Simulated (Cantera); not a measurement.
Source: NASA polynomial tables (part measured, part estimated), evaluated in Cantera. Values are per mole of reaction as written; species without (g) are pure solids or liquids, kept so even where they would boil at 1 bar.

PbCl2(g) ⇌ 2 Cl(g) + Pb

```csv
T (K),ΔH° (kJ),ΔS° (J/K),ΔG° (kJ),log10 K
623,[?],[?],[?],[?]
773,429.7,102.1,350.7,-23.70
923,[?],[?],[?],[?]
1073,[?],[?],[?],[?]
1223,[?],[?],[?],[?]
1373,439.0,111.2,286.3,-10.89
1523,441.1,112.7,269.6,-9.24
```

Question: Fill in the missing entries.

Answer: 
- 623, ΔH° (kJ): 426.9
- 623, ΔS° (J/K): 98.2
- 623, ΔG° (kJ): 365.7
- 623, log10 K: -30.66
- 923, ΔH° (kJ): 432.2
- 923, ΔS° (J/K): 105.1
- 923, ΔG° (kJ): 335.1
- 923, log10 K: -18.97
- 1073, ΔH° (kJ): 434.6
- 1073, ΔS° (J/K): 107.5
- 1073, ΔG° (kJ): 319.2
- 1073, log10 K: -15.54
- 1223, ΔH° (kJ): 436.9
- 1223, ΔS° (J/K): 109.5
- 1223, ΔG° (kJ): 302.9
- 1223, log10 K: -12.94
